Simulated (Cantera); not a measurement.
A perfectly stirred reactor is fed with H2 : O2 : N2 : NO = 1 : 0.943 : 3.55 : 0.018 (molar parts), at 11.0 bar; it is adiabatic with a 375 K inlet, and is followed from long to short residence time, starting on the burning branch (τ in s: 0.082, 0.03, 0.011, 0.0042, 0.0016, 0.00059, 0.00022, 8.1e-05, 3e-05, 1.1e-05, 4.2e-06).

Model: GRI-Mech 3.0 (53 species, 325 reactions), integrated in Cantera. The hydrogen kinetics of GRI-Mech 3.0 are dated; newer H2 mechanisms differ, most at raised pressure. The mechanism lacks 2 NO + O2 → 2 NO2 and HONO, so NO2 and the effect of NO are under-described below about 1400 K.

Task: What does this change do: inlet temperature 375 to 548 K?

Result: 
| quantity | before | after |
|---|---|---|
| blow-out, bracketed by the residence times tried | burning at 11.0 µs, out at 4.20 µs | burning at 4.20 µs, the shortest tried |
| x(H2) at τ = 82.0 ms | 2.77e-5 | 3.90e-5 |
| x(O2) at τ = 82.0 ms | 0.0883 | 0.0882 |
| x(NO) at τ = 82.0 ms | 0.00356 | 0.00358 |
| x(H2O2) at τ = 82.0 ms | 1.94e-7 | 2.80e-7 |
| x(N2O) at τ = 82.0 ms | 5.57e-7 | 6.98e-7 |
| x(H2) at τ = 0.590 ms | 0.000841 | 0.000634 |
| x(O2) at τ = 0.590 ms | 0.0883 | 0.0880 |
| x(NO) at τ = 0.590 ms | 0.00351 | 0.00355 |
| x(H2O2) at τ = 0.590 ms | 1.22e-6 | 9.28e-7 |
| x(N2O) at τ = 0.590 ms | 3.39e-6 | 2.63e-6 |

Task: What does this change do: inlet temperature 375 to 673 K?

Result: 
| quantity | before | after |
|---|---|---|
| blow-out, bracketed by the residence times tried | burning at 11.0 µs, out at 4.20 µs | burning at 4.20 µs, the shortest tried |
| x(H2) at τ = 82.0 ms | 2.77e-5 | 7.12e-5 |
| x(O2) at τ = 82.0 ms | 0.0883 | 0.0879 |
| x(NO) at τ = 82.0 ms | 0.00356 | 0.00374 |
| x(H2O2) at τ = 82.0 ms | 1.94e-7 | 3.84e-7 |
| x(N2O) at τ = 82.0 ms | 5.57e-7 | 8.80e-7 |
| x(H2) at τ = 0.590 ms | 0.000841 | 0.000582 |
| x(O2) at τ = 0.590 ms | 0.0883 | 0.0878 |
| x(NO) at τ = 0.590 ms | 0.00351 | 0.00357 |
| x(H2O2) at τ = 0.590 ms | 1.22e-6 | 8.11e-7 |
| x(N2O) at τ = 0.590 ms | 3.39e-6 | 2.27e-6 |
